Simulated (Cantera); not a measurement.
Input: 1 mol CaCl₂, 0.42 mol H₂O, 6.3 mol N₂, at 0.100 bar.

These are equilibrium values from Cantera (NASA tables, ideal gas, pure condensed phases), not measurements of a reactor. Candidate condensed phases: Ca, CaCl₂, CaO, Ca(OH)₂, H₂O, NH₄Cl; 36 gas species. Mutual solubility and eutectic melting of coexisting phases are not modelled. Condensed phases not in the tables: oxide chlorides. Equilibrium is a limit: real reactors are often held back by kinetics, nucleation or transport. All values below are at 1550 K.

Base state: N₂ 0.881, HCl 0.0584, CaCl₂ 0.0311, H₂O 0.0293, Cl 0.000339, H₂ 0.000187 (mole fractions); condensed: CaCl₂(l) + CaO(s).

Task: What changes in the equilibrium state with this change: pressure from 0.100 bar to 13.3 mbar?

Result: 
```tsv
species	before	after
N₂	0.881	0.816
CaCl₂	0.0311	0.0916
HCl	0.0584	0.0751
H₂O	0.0293	0.0164
Cl	0.000339	0.000805
H₂	0.000187	0.000412
CaCl₂(l), mol	0.567	0
CaO(s), mol	0.210	0.293
```
